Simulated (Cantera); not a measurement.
Charge: 1 mol Fe2O3, 0.67 mol O2, 1.8 mol N2, equilibrated at 630000 Pa.

Method: chemical equilibrium by Gibbs-energy minimisation in Cantera with the NASA 1993 tables (ideal gas, pure condensed phases). Candidate condensed phases: Fe, FeO, Fe2O3, Fe3O4; 11 gas species. Kinetics and transport are ignored.

x: gas mole fraction; n: condensed amount in mol.

```csv
T (K),x N2,x O2,x NO,x NO2,x O,n Fe2O3(s),n Fe3O4(s)
600,0.729,0.271,2.25e-8,___,<1e-12,1.00,0
800,0.729,0.271,2.19e-6,___,<1e-12,1.00,0
1000,0.729,0.271,3.42e-5,___,3.26e-11,1.00,0
1200,0.729,0.271,0.000214,___,5.20e-9,1.00,0
1400,0.728,0.271,0.000791,___,1.96e-7,1.00,0
1600,0.728,0.270,0.00211,___,3.00e-6,1.00,0
1800,0.680,0.315,0.00473,___,2.72e-5,0,0.667
```

**Question.** What belongs in the gaps?

**Answer.** 
- 600, x NO2: 3.67e-7
- 800, x NO2: 1.93e-6
- 1000, x NO2: 5.27e-6
- 1200, x NO2: 1.03e-5
- 1400, x NO2: 1.68e-5
- 1600, x NO2: 2.43e-5
- 1800, x NO2: 3.67e-5
